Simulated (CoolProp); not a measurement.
Vapour-liquid equilibrium of R114 (1) + n-hexane (2) at 1.88 bar; x and y are mole fractions of (1).

Model: multi-fluid Helmholtz-energy mixture model, Platzer 1990 and Thol 2019; pair parameters Bell 2016, in CoolProp. This equation is an older, rougher fit; its heat capacities, sound speeds and derivatives of the liquid may be far off and weren't checked against measurements.

```json
[
 {"x": "0.05", "bubble temperature, mixture model (°C)": "77.8", "bubble temperature, Raoult's law (°C)": "81.2", "y, mixture model": "0.308", "y, Raoult's law": "0.254"},
 {"x": "0.2", "bubble temperature, mixture model (°C)": "54.7", "bubble temperature, Raoult's law (°C)": "62.2", "y, mixture model": "0.706", "y, Raoult's law": "0.651"},
 {"x": "0.35", "bubble temperature, mixture model (°C)": "42.7", "bubble temperature, Raoult's law (°C)": "49.3", "y, mixture model": "0.835", "y, Raoult's law": "0.817"},
 {"x": "0.5", "bubble temperature, mixture model (°C)": "35.5", "bubble temperature, Raoult's law (°C)": "40.0", "y, mixture model": "0.895", "y, Raoult's law": "0.901"},
 {"x": "0.65", "bubble temperature, mixture model (°C)": "30.4", "bubble temperature, Raoult's law (°C)": "32.9", "y, mixture model": "0.933", "y, Raoult's law": "0.948"},
 {"x": "0.8", "bubble temperature, mixture model (°C)": "26.2", "bubble temperature, Raoult's law (°C)": "27.1", "y, mixture model": "0.962", "y, Raoult's law": "0.976"},
 {"x": "0.95", "bubble temperature, mixture model (°C)": "22.3", "bubble temperature, Raoult's law (°C)": "22.4", "y, mixture model": "0.990", "y, Raoult's law": "0.995"}
]
```

The largest gap from Raoult's law is -7.5 K in bubble temperature, at x = 0.2. No azeotrope shows between x = 0.05 and 0.95.

Pair parameters are fitted to limited data, so mixtures are less certain than the pure fluids.
